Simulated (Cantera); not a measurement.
**Thermodynamics of aluminium nitride and oxide growth, feed AlBr₃ + O₂ + N₂**

Charge: 1 mol AlBr₃, 1.3 mol O₂, 1.2 mol N₂, held at 0.293 Torr.

Cantera equilibrium calculation (NASA polynomials, part measured and part estimated; ideal gas, pure solids and liquids). Candidate condensed phases: Al, AlBr₃, AlN, Al₂O₃, Br₂; 21 gas species. The numbers say what is thermodynamically allowed, not how fast it happens.

```
T (K)      x Br     x Br₂   x N₂   x O₂      x NO       x O  n Al₂O₃(s)
-----  --------  --------  -----  -----  --------  --------  ----------
675    0.000692     0.461  0.369  0.169   9.67e-8    <1e-12       0.500
775     0.00647     0.457  0.368  0.169   7.88e-7    <1e-12       0.500
875      0.0357     0.435  0.363  0.166   3.93e-6  4.24e-11       0.500
975       0.130     0.367  0.345  0.158   1.36e-5   1.45e-9       0.500
1075      0.317     0.230  0.311  0.142   3.48e-5   2.51e-8       0.500
1175      0.508    0.0905  0.275  0.126   7.38e-5   2.63e-7       0.500
1275      0.596    0.0256  0.259  0.119  0.000145   1.95e-6       0.500
1375      0.622   0.00717  0.254  0.116  0.000266   1.10e-5       0.500
1475      0.628   0.00226  0.253  0.116  0.000455   4.95e-5       0.500
1575      0.630  0.000810  0.252  0.115  0.000728  0.000184       0.500
1675      0.631  0.000326  0.252  0.115   0.00110  0.000586       0.500
```
x: gas mole fraction; n: condensed amount in mol.

From 675 K to 1675 K the condensed part is Al₂O₃(s).
